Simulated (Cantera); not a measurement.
A perfectly stirred reactor is fed with H₂ : O₂ : N₂ = 1 : 0.19 : 1.17 (molar parts), at 760 Torr; it is adiabatic with a 725 K inlet, and is followed from long to short residence time, starting on the burning branch (τ in s: 0.15, 0.053, 0.019, 0.0066, 0.0023, 0.00083, 0.00029, 0.0001, 3.7e-05, 1.3e-05, 4.6e-06).

Computed with Cantera and GRI-Mech 3.0 (53 species, 325 reactions).

x: mole fraction; the columns are a selection and need not sum to one.

| τ (s) | T (K) | x H₂ | x O₂ | x H₂O₂ | x NO | x OH | x N₂O | x H₂O |
|---|---|---|---|---|---|---|---|---|
| 0.15 | 1928 | 0.284 | 1.68e-5 | 1.14e-9 | 1.10e-6 | 0.000151 | 1.27e-10 | 0.175 |
| 0.053 | 1916 | 0.283 | 2.98e-5 | 2.52e-9 | 1.31e-6 | 0.000242 | 1.77e-10 | 0.174 |
| 0.019 | 1897 | 0.281 | 5.32e-5 | 5.49e-9 | 1.62e-6 | 0.000379 | 2.55e-10 | 0.174 |
| 0.0066 | 1867 | 0.278 | 9.98e-5 | 1.21e-8 | 2.05e-6 | 0.000583 | 3.80e-10 | 0.173 |
| 0.0023 | 1819 | 0.274 | 0.000196 | 2.59e-8 | 2.51e-6 | 0.000846 | 5.68e-10 | 0.172 |
| 0.00083 | 1751 | 0.268 | 0.000400 | 5.17e-8 | 2.80e-6 | 0.00112 | 8.25e-10 | 0.170 |
| 0.00029 | 1655 | 0.260 | 0.000917 | 9.70e-8 | 2.74e-6 | 0.00132 | … | 0.168 |
| 0.00010 | 1531 | 0.253 | 0.00244 | 1.58e-7 | 2.32e-6 | 0.00136 | … | 0.163 |
| 3.7e-5 | 1393 | 0.256 | 0.00741 | 2.36e-7 | 1.78e-6 | 0.00127 | … | 0.151 |
| 1.3e-5 | 725 | 0.424 | 0.0805 | <1e-12 | <1e-12 | <1e-12 | <1e-12 | <1e-12 |
| 4.6e-6 | 725 | 0.424 | 0.0805 | <1e-12 | <1e-12 | <1e-12 | <1e-12 | <1e-12 |

**Question.** Complete the blanks.

**Answer.** 
- 0.00029, x N₂O: 1.19e-9
- 0.00010, x N₂O: 1.82e-9
- 3.7e-5, x N₂O: 3.20e-9
